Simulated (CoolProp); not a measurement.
Vapour-liquid equilibrium of R125 (1) + isobutane (2) at 245 K; x and y are mole fractions of (1).

Computed with CoolProp (multi-fluid Helmholtz-energy mixture model, Lemmon 2005 and Bücker 2006; pair parameters Bell 2016).

```tsv
x	bubble pressure (MPa)	y at the bubble point	dew pressure at overall composition x (MPa)	liquid density (mol/L)
0.05	0.09280	0.469	0.05334	10.56
0.2	0.1770	0.747	0.06297	10.69
0.35	0.2160	0.809	0.07678	10.82
0.5	0.2316	0.832	0.09814	10.98
0.65	0.2389	0.847	0.1352	11.18
0.8	0.2454	0.871	0.2101	11.46
0.95	0.2489	0.945	0.2487	11.84
```

y crosses x between x = 0.8 and 0.95: the model has an azeotrope there.

Pair parameters are fitted to limited data, so mixtures are less certain than the pure fluids. With so large a gap from Raoult's law the liquid may split in two, which this calculation doesn't test in full.
